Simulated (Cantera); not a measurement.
A freely propagating, adiabatic, planar premixed flame of 45.7 % H₂, 11.4 % O₂, 42.9 % N₂, unburnt at 550 K and 0.424 atm; mixture-averaged transport, grid criteria slope 0.08 and curve 0.16, no radiation.

Model: the H2/O2 subset of GRI-Mech 3.0, which has no nitrogen chemistry, integrated in Cantera. Burning velocities carry a grid error of a few per cent, more on coarse grids.

x: mole fraction of selected species; z is measured from the peak of heat release.

```tsv
z (mm)	T (K)	u (m/s)	x H₂	x O₂	x HO₂	x H₂O₂	x H	x OH
-3.92	550	7.09	0.457	0.114	<1e-8	<1e-8	<1e-8	<1e-8
-2.62	550	7.09	0.457	0.114	<1e-8	<1e-8	<1e-8	<1e-8
-1.96	550	7.09	0.457	0.114	<1e-8	<1e-8	<1e-8	<1e-8
-1.31	550	7.09	0.457	0.114	4.41e-7	<1e-8	8.70e-8	<1e-8
-0.654	566	7.28	0.454	0.114	0.000140	(withheld)	0.000330	5.89e-5
-0.327	754	9.52	0.426	0.109	8.36e-5	(withheld)	0.00992	0.000456
0	1151	14.1	0.310	0.0688	3.23e-5	(withheld)	0.0634	0.00202
0.327	1420	17.3	0.209	0.0125	5.75e-6	(withheld)	0.106	0.00372
0.654	1526	18.5	0.196	0.00212	9.23e-7	(withheld)	0.106	0.00407
1.31	1633	19.6	0.203	0.000937	3.85e-7	(withheld)	0.0925	0.00464
2.62	1754	20.9	0.213	0.000704	2.72e-7	(withheld)	0.0757	0.00502
5.23	1877	22.1	0.223	0.000469	1.80e-7	(withheld)	0.0583	0.00496
10.5	1989	23.3	0.232	0.000270	1.11e-7	(withheld)	0.0423	0.00439
```

Some entries are withheld; supply them.


- -0.654, x H₂O₂: 2.14e-6
- -0.327, x H₂O₂: 4.17e-6
- 0, x H₂O₂: 7.96e-7
- 0.327, x H₂O₂: 5.16e-7
- 0.654, x H₂O₂: 3.59e-7
- 1.31, x H₂O₂: 2.71e-7
- 2.62, x H₂O₂: 1.71e-7
- 5.23, x H₂O₂: 9.31e-8
- 10.5, x H₂O₂: 4.78e-8
